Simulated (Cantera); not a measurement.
**Equilibrium for silicon carbide growth: CH3SiH3 + H2**

A closed system holds: 1 mol CH3SiH3, 35 mol H2, at 1373 K and 0.00300 bar.

These are equilibrium values from Cantera (NASA tables, ideal gas, pure condensed phases), not measurements of a reactor. Candidate condensed phases: C, C6H6, C7H8, C8H18, Si, SiC; 87 gas species. The feed counts by its element totals alone. Rates play no part.

| Item | Value |
|---|---|
| x(H2) | 1.000 |
| x(H) | 6.08e-5 |
| n(SiC(s)) | 1.000 mol |
| gas amount | 38.00 mol |
| log10 activity of Si(s) (absent) | -0.41 |
| log10 activity of C(graphite) (absent) | -1.96 |
